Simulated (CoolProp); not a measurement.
Saturated liquid density (kg/m³) of n-pentane: the reference equation beside estimates from Tc = 469.7 K, pc = 3.368 MPa, ω = 0.251. Rackett uses Z = 0.29056 − 0.08775 ω.

Model: reference Helmholtz-energy equation of state, Thol 2019, in CoolProp.

```json
[
 {"T (K)": "281.8", "reference": "637.2", "Rackett": "637.4", "van der Waals": "383.5", "Redlich-Kwong": "564.5", "Soave-Redlich-Kwong": "581.4", "Peng-Robinson": "656.2"},
 {"T (K)": "289.6", "reference": "629.6", "Rackett": "629.6", "van der Waals": "379.1", "Redlich-Kwong": "556.9", "Soave-Redlich-Kwong": "574.5", "Peng-Robinson": "648.8"},
 {"T (K)": "297.3", "reference": "622.0", "Rackett": "621.9", "van der Waals": "374.7", "Redlich-Kwong": "549.2", "Soave-Redlich-Kwong": "567.4", "Peng-Robinson": "641.1"},
 {"T (K)": "305.1", "reference": "614.2", "Rackett": "613.9", "van der Waals": "370.0", "Redlich-Kwong": "541.1", "Soave-Redlich-Kwong": "560.0", "Peng-Robinson": "633.0"},
 {"T (K)": "312.9", "reference": "606.2", "Rackett": "605.7", "van der Waals": "365.3", "Redlich-Kwong": "532.8", "Soave-Redlich-Kwong": "552.2", "Peng-Robinson": "624.6"},
 {"T (K)": "320.6", "reference": "598.1", "Rackett": "597.4", "van der Waals": "360.4", "Redlich-Kwong": "524.2", "Soave-Redlich-Kwong": "544.2", "Peng-Robinson": "615.9"},
 {"T (K)": "328.4", "reference": "589.8", "Rackett": "588.9", "van der Waals": "355.4", "Redlich-Kwong": "515.3", "Soave-Redlich-Kwong": "535.8", "Peng-Robinson": "606.6"},
 {"T (K)": "336.2", "reference": "581.2", "Rackett": "580.1", "van der Waals": "350.1", "Redlich-Kwong": "506.0", "Soave-Redlich-Kwong": "526.9", "Peng-Robinson": "596.9"},
 {"T (K)": "344", "reference": "572.4", "Rackett": "571.1", "van der Waals": "344.8", "Redlich-Kwong": "496.4", "Soave-Redlich-Kwong": "517.7", "Peng-Robinson": "586.7"},
 {"T (K)": "351.7", "reference": "563.5", "Rackett": "561.9", "van der Waals": "339.3", "Redlich-Kwong": "486.5", "Soave-Redlich-Kwong": "508.1", "Peng-Robinson": "576.1"},
 {"T (K)": "359.5", "reference": "554.2", "Rackett": "552.4", "van der Waals": "333.5", "Redlich-Kwong": "476.2", "Soave-Redlich-Kwong": "498.0", "Peng-Robinson": "564.8"},
 {"T (K)": "367.3", "reference": "544.6", "Rackett": "542.5", "van der Waals": "327.5", "Redlich-Kwong": "465.3", "Soave-Redlich-Kwong": "487.3", "Peng-Robinson": "552.9"},
 {"T (K)": "375", "reference": "534.7", "Rackett": "532.4", "van der Waals": "321.3", "Redlich-Kwong": "454.2", "Soave-Redlich-Kwong": "476.2", "Peng-Robinson": "540.4"}
]
```

Absolute difference from the reference over all 13 rows, mean and median: Rackett 0.2 and 0.2 %, van der Waals 39.8 and 39.8 %, Redlich-Kwong 12.9 and 12.6 %, Soave-Redlich-Kwong 9.4 and 9.2 %, Peng-Robinson 2.5 and 2.8 %.
